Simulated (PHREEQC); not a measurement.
Copper plating or etch bath

A solution holds 0.1 mol CuSO4 and 0.012 mol HNO3 per kg of water, at 25 °C. It is in equilibrium with CO2 at log p = -2 (atm). Otherwise closed; pH follows from the charge balance.

Equilibrium calculation in PHREEQC: ion-association model, wateq4f.dat.

Each row changes one thing in this solution. This is a speciation only: nothing precipitates in the calculation.

```csv
case,pH,ionic strength (mol/kgw),Cu+2 (mol/kgw),SO4-2 (mol/kgw),CuSO4 (mol/kgw),HSO4- (mol/kgw),SI of Chalcanthite (CuSO4:5H2O),SI of Tenorite (CuO)
as made,2.41,0.215,0.0544,0.0473,0.0456,0.00708,-1.00,-4.57
CuSO4 from 0.1 to 0.2 mol/kgw,2.54,0.390,0.0987,0.0904,0.101,0.00831,-0.64,-4.11
CuSO4 from 0.1 to 0.02 mol/kgw,2.16,0.0609,0.0141,0.0103,0.00588,0.00377,-1.90,-5.49
temperature from 25 to 30 °C,2.43,0.214,0.0542,0.0468,0.0458,0.00735,-1.03,-4.34
CuSO4 from 0.1 to 0.09 mol/kgw,2.39,0.197,0.0498,0.0429,0.0402,0.00687,-1.05,-4.63
```
